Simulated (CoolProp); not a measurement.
Computed with CoolProp (reference Helmholtz-energy equation of state, de Reuck 1990).

Task: For fluorine, give the phase and the density (kg/m³), cp (kJ/(kg K)), cv (kJ/(kg K)), speed of sound (m/s) at 115.4 K and 57.1 bar; 138.5 K and 57.1 bar; 207.7 K and 57.1 bar.

Result: 
- 115.4 K and 57.1 bar: liquid; density 1290, cp 1.65, cv 0.744, speed of sound 598
- 138.5 K and 57.1 bar: liquid; density 1000, cp 2.56, cv 0.729, speed of sound 343
- 207.7 K and 57.1 bar: supercritical; density 141, cp 0.995, cv 0.607, speed of sound 244
